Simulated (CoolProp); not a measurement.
Properties of CH2F2 (R32) along the isobar 46.7 bar (Tc = 78.1 °C, pc = 57.83 bar, ω = 0.277).

Model: reference Helmholtz-energy equation of state, Tillner-Roth 1997, in CoolProp.

```json
[
 {"T (°C)": "-127.35", "phase": "liquid", "density (kg/m³)": "1410", "Prandtl number": "9.61"},
 {"T (°C)": "-119.45", "phase": "liquid", "density (kg/m³)": "1391", "Prandtl number": "7.62"},
 {"T (°C)": "-111.45", "phase": "liquid", "density (kg/m³)": "1372", "Prandtl number": "6.23"},
 {"T (°C)": "-103.55", "phase": "liquid", "density (kg/m³)": "1353", "Prandtl number": "5.25"},
 {"T (°C)": "-95.65", "phase": "liquid", "density (kg/m³)": "1333", "Prandtl number": "4.51"},
 {"T (°C)": "-87.75", "phase": "liquid", "density (kg/m³)": "1314", "Prandtl number": "3.95"},
 {"T (°C)": "-79.85", "phase": "liquid", "density (kg/m³)": "1294", "Prandtl number": "3.51"},
 {"T (°C)": "-71.95", "phase": "liquid", "density (kg/m³)": "1274", "Prandtl number": "3.15"},
 {"T (°C)": "-64.05", "phase": "liquid", "density (kg/m³)": "1254", "Prandtl number": "2.87"},
 {"T (°C)": "-56.05", "phase": "liquid", "density (kg/m³)": "1233", "Prandtl number": "2.63"},
 {"T (°C)": "-48.15", "phase": "liquid", "density (kg/m³)": "1211", "Prandtl number": "2.43"},
 {"T (°C)": "-40.25", "phase": "liquid", "density (kg/m³)": "1190", "Prandtl number": "2.26"},
 {"T (°C)": "-32.35", "phase": "liquid", "density (kg/m³)": "1168", "Prandtl number": "2.12"},
 {"T (°C)": "-24.45", "phase": "liquid", "density (kg/m³)": "1145", "Prandtl number": "2.00"},
 {"T (°C)": "-16.55", "phase": "liquid", "density (kg/m³)": "1121", "Prandtl number": "1.90"},
 {"T (°C)": "-8.65", "phase": "liquid", "density (kg/m³)": "1097", "Prandtl number": "1.82"}
]
```

Viscosity comes from a separate model (Bell 2016), an estimate that may be off by 10 % or more. Thermal conductivity comes from a separate model (Huber 2003), an estimate that may be off by 10 % or more.
